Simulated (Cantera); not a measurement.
An isothermal, constant-pressure homogeneous reactor starts with 10.4 % H2, 80.0 % O2, 9.60 % N2, equivalence ratio 0.065, at 1325 K and 160 Pa.

Computed with Cantera and GRI-Mech 3.0 (53 species, 325 reactions). Radical loss at walls, strong at low pressure, is not modelled. The temperature is held fixed by assumption; the heat of reaction is taken as removed at once.

Problem. Predict: x(H2) at 1.00 s; x(O2) at 1.00 s; x(NO) at 1.00 s; x(OH) at 1.00 s; x(H2O2) at 1.00 s; x(HO2) at 1.00 s.

Solution. 
```
Property                                              Value
-----------------  ----------------------------------------
x(H2) at 1.00 s     0.00238 (gas-phase equilibrium 4.17e-7)
x(O2) at 1.00 s         0.747 (gas-phase equilibrium 0.789)
x(NO) at 1.00 s    3.44e-7 (gas-phase equilibrium 0.000324)
x(OH) at 1.00 s    0.00749 (gas-phase equilibrium 0.000102)
x(H2O2) at 1.00 s  1.70e-8 (gas-phase equilibrium 2.58e-10)
x(HO2) at 1.00 s    4.58e-7 (gas-phase equilibrium 2.67e-8)
```
